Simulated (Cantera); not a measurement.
A freely propagating, adiabatic, planar premixed flame of CH₄ : O₂ : N₂ = 1 : 2.15 : 8.09 (molar parts), equivalence ratio 0.93, unburnt at 325 K and 2.00 bar; mixture-averaged transport, grid criteria slope 0.08 and curve 0.16, no radiation.

Cantera simulation using GRI-Mech 3.0 (53 species, 325 reactions); the numbers are that mechanism's predictions, not measurements. Burning velocities carry a grid error of a few per cent, more on coarse grids.

### Question
What does this change do: 0.31 parts H2O added?

### Answer
```tsv
quantity	before	after
laminar burning velocity	31.3 cm/s	27.2 cm/s
thermal thickness	0.274 mm	0.307 mm
peak x(C₂H₂)	7.64e-5	8.16e-5
peak x(CH₃)	0.00145	0.00129
peak x(HCO)	2.58e-5	2.00e-5
peak x(O)	0.00238	0.00189
```
